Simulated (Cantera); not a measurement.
Mixture: CO : H2 : CH4 : O2 : N2 = 1 : 0.093 : 1.4 : 2.79 : 10.5 (molar parts), at 66000 Pa, adiabatic and at constant pressure. Ignition delay is the time to a rise of 400 K.

Computed with Cantera and GRI-Mech 3.0 (53 species, 325 reactions). Below about 1000 K GRI-Mech 3.0 lacks low-temperature oxidation paths. Below about 950 K walls govern HO2 and H2O2 in real vessels.

Problem. What does this change do: CO 1 to 0.73 parts?

Solution. 
```
quantity                                                before       after
--------------------------------------------------  ----------  ----------
delay at 900 K                                          2.11 s      1.91 s
delay at 975 K                                         0.867 s     0.782 s
delay at 1050 K                                        0.323 s     0.298 s
delay at 1125 K                                        0.114 s     0.107 s
delay at 1200 K                                        40.4 ms     38.4 ms
delay at 1275 K                                        15.0 ms     14.5 ms
apparent activation energy between 1125 and 1275 K  160 kJ/mol  160 kJ/mol
```

Problem. What does this change do: CO 1 to 0.52 parts?

Solution. 
| quantity | before | after |
|---|---|---|
| delay at 900 K | 2.11 s | 1.76 s |
| delay at 975 K | 0.867 s | 0.715 s |
| delay at 1050 K | 0.323 s | 0.277 s |
| delay at 1125 K | 0.114 s | 0.101 s |
| delay at 1200 K | 40.4 ms | 36.7 ms |
| delay at 1275 K | 15.0 ms | 14.0 ms |
| apparent activation energy between 1125 and 1275 K | 160 kJ/mol | 160 kJ/mol |
